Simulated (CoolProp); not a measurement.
Vapour-liquid equilibrium of benzene (1) + n-heptane (2) at 122.05 °C; x and y are mole fractions of (1).

Computed with CoolProp (multi-fluid Helmholtz-energy mixture model, Thol 2012 and Span 2003; pair parameters Bell 2016).

Question: Give the bubble pressure and the first vapour's composition at x = 0.2, 0.5, 0.8. Is there an azeotrope?

Answer: x = 0.2: 230.8 kPa, y = 0.316; x = 0.5: 276.2 kPa, y = 0.619; x = 0.8: 305.1 kPa, y = 0.839. No azeotrope shows between x = 0.05 and 0.95.

The pair parameters rest on a limited set of measurements; away from them the model extrapolates.
